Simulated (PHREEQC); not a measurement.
A solution holds 82 mmol/kgw Cu(NO3)2, 22 mmol/kgw H2SO4 and 25 mmol/kgw FeCl3, at 20 °C. Closed to the air; pH follows from the charge balance.

Computed with PHREEQC (ion-association model, phreeqc.dat).

```json
[
 {"quantity": "pH", "before": "1.51", "after": "1.36"},
 {"quantity": "ionic strength (mol/kgw)", "before": "0.352", "after": "0.355"},
 {"quantity": "Cu+2 (mol/kgw)", "before": "0.0757", "after": "0.0741"},
 {"quantity": "FeSO4+ (mol/kgw)", "before": "0.00981", "after": "0.0116"},
 {"quantity": "Fe+3 (mol/kgw)", "before": "0.00804", "after": "0.00608"},
 {"quantity": "SI of Goethite (FeOOH)", "before": "+2.27", "after": "+1.69"},
 {"quantity": "SI of Fe(OH)3(a) (Fe(OH)3)", "before": "-3.44", "after": "-4.02"}
]
```

### Question
Name the change that produced these shifts.
(A) diluted 100-fold with water
(B) FeCl3 from 0.025 to 0.0025 mol/kgw
(C) FeCl3 from 0.025 to 0.25 mol/kgw
(D) H2SO4 from 0.022 to 0.033 mol/kgw

### Answer
D, H2SO4 from 0.022 to 0.033 mol/kgw

Precipitation was switched off in this run. Some of these states are supersaturated (in Hematite (slow to form), Goethite (slow to form), for instance).
